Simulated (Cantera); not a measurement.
Silicon oxide and oxynitride deposition: Si2H6 + O3 + H2

Charge: 1 mol Si2H6, a varied amount of O3, 36 mol H2, equilibrated at 1125 K and 3300 Pa.

Method: chemical equilibrium by Gibbs-energy minimisation in Cantera with the NASA 1993 tables (ideal gas, pure condensed phases). Candidate condensed phases: H2O, Si, SiO2; 18 gas species. The feed counts by its element totals alone. Mutual solubility and eutectic melting of coexisting phases are not modelled. Rates play no part.

From 0.13 mol O3 to 1.1 mol O3 the condensed part is Si(s) + SiO2(β-quartz). From 1.7 mol O3 to 6.3 mol O3 the condensed part is SiO2(β-quartz).

```csv
n(O3) (mol),log p H2,log p H2O,log p SiO,log p H,log p SiH4,log p SiH2,n Si(s),n SiO2(β-quartz)
0.13,-1.48,-9.31,-7.27,-8.09,-9.22,-10.11,1.80,0.195
0.2,-1.48,-9.31,-7.27,-8.09,-9.22,-10.11,1.70,0.300
0.3,-1.48,-9.31,-7.27,-8.09,-9.22,-10.11,1.55,0.450
0.47,-1.48,-9.31,-7.27,-8.09,-9.22,-10.11,1.29,0.705
0.72,-1.48,-9.31,-7.27,-8.09,-9.22,-10.11,0.920,1.08
1.1,-1.48,-9.31,-7.27,-8.09,-9.22,-10.11,0.350,1.65
1.7,-1.49,-3.03,<-13,-8.10,<-13,<-13,0,2.00
2.6,-1.53,-2.49,<-13,-8.12,<-13,<-13,0,2.00
4.1,-1.59,-2.15,<-13,-8.14,<-13,<-13,0,2.00
6.3,-1.69,-1.90,<-13,-8.20,<-13,<-13,0,2.00
```
log p: log10 of the partial pressure in bar; n: condensed amount in mol.
